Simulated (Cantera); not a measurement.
Charge: 1 mol (CH₃)₂SiCl₂, 0.13 mol CH₄, 2.5 mol H₂, held at 1648 K and 100000 Pa.

These are equilibrium values from Cantera (NASA tables, ideal gas, pure condensed phases), not measurements of a reactor. Candidate condensed phases: C, C₆H₆, C₇H₈, C₈H₁₈, Si, SiC; 109 gas species. The feed counts by its element totals alone. The tables' values for SiCl₃ are old estimates; treat these amounts as uncertain. Rates play no part.

Base state: H₂ 0.715, HCl 0.276, SiCl₂ 0.00467, SiCl₃ 0.00160, SiCl₄ 0.00121, CH₄ 0.000685, SiHCl₃ 0.000524, H 7.53e-5 (mole fractions); condensed: C(graphite) + SiC(s).

**Question.** What changes in the equilibrium state with this change: pressure from 100000 Pa to 67000 Pa?

**Answer.** 
| species | before | after |
|---|---|---|
| H₂ | 0.715 | 0.714 |
| HCl | 0.276 | 0.278 |
| SiCl₂ | 0.00467 | 0.00476 |
| SiCl₄ | 0.00121 | 0.000843 |
| CH₄ | 0.000685 | 0.000457 |
| SiH₂Cl₂ | 3.86e-5 | 2.63e-5 |
| SiHCl₃ | 0.000524 | 0.000361 |
| C(graphite), mol | 1.18 | 1.18 |
| SiC(s), mol | 0.946 | 0.950 |

**Question.** What changes in the equilibrium state with this change: (CH₃)₂SiCl₂ replaced by SiH₂Cl₂?

**Answer.** 
```json
[
 {"species": "H₂", "before": "0.715", "after": "0.732"},
 {"species": "HCl", "before": "0.276", "after": "0.141"},
 {"species": "SiCl₂", "before": "0.00467", "after": "0.0968"},
 {"species": "SiCl₃", "before": "0.00160", "after": "0.0168"},
 {"species": "C₂H₂ (acetylene)", "before": "3.20e-5", "after": "4.98e-9"},
 {"species": "CH₄", "before": "0.000685", "after": "8.86e-6"},
 {"species": "SiH₃Cl", "before": "8.58e-7", "after": "3.64e-5"},
 {"species": "SiH₂Cl₂", "before": "3.86e-5", "after": "0.000819"},
 {"species": "C(graphite), mol", "before": "1.18", "after": "0"},
 {"species": "SiC(s), mol", "before": "0.946", "after": "0.130"},
 {"species": "Si(s), mol", "before": "0", "after": "0.281"}
]
```
Mutual solubility and eutectic melting of coexisting phases are not modelled.

**Question.** What changes in the equilibrium state with this change: CH₄ from 0.13 to 2.5 mol?

**Answer.** 
| species | before | after |
|---|---|---|
| H₂ | 0.715 | 0.828 |
| HCl | 0.276 | 0.169 |
| SiCl₂ | 0.00467 | 0.00152 |
| SiCl₄ | 0.00121 | 0.000128 |
| SiCl₃ | 0.00160 | 0.000297 |
| SiHCl₃ | 0.000524 | 0.000104 |
| SiH₂Cl₂ | 3.86e-5 | 1.45e-5 |
| C(graphite), mol | 1.18 | 3.51 |
| SiC(s), mol | 0.946 | 0.976 |
